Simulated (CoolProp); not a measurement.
Ethylene along the isobar 11.1 MPa: Z from the reference equation and from simpler models built on Tc = 9.2 °C, pc = 5.042 MPa, ω = 0.087; each cubic takes its own stable root.

Model: reference Helmholtz-energy equation of state, Smukala 2000, in CoolProp.

```json
[
 {"T (°C)": "-83.15", "phase": "liquid", "reference": "0.3580"},
 {"T (°C)": "-59.75", "phase": "liquid", "reference": "0.3392"},
 {"T (°C)": "-36.25", "phase": "liquid", "reference": "0.3290"},
 {"T (°C)": "-12.85", "phase": "liquid", "reference": "0.3284"},
 {"T (°C)": "10.65", "phase": "supercritical", "reference": "0.3424"},
 {"T (°C)": "34.05", "phase": "supercritical", "reference": "0.3893"},
 {"T (°C)": "57.55", "phase": "supercritical", "reference": "0.5046"},
 {"T (°C)": "80.95", "phase": "supercritical", "reference": "0.6318"},
 {"T (°C)": "104.45", "phase": "supercritical", "reference": "0.7230"},
 {"T (°C)": "127.85", "phase": "supercritical", "reference": "0.7872"},
 {"T (°C)": "151.35", "phase": "supercritical", "reference": "0.8346"}
]
```

Q: How far does each simpler model (van der Waals, Redlich-Kwong) lie from the reference over these 11 states: mean and median of the absolute difference, and the worst?

A: 
- van der Waals: mean 24.3 %, median 23.2 %, worst +47.8 % at -83.15 °C and 11.1 MPa
- Redlich-Kwong: mean 4.5 %, median 4.4 %, worst +10.3 % at 34.05 °C and 11.1 MPa
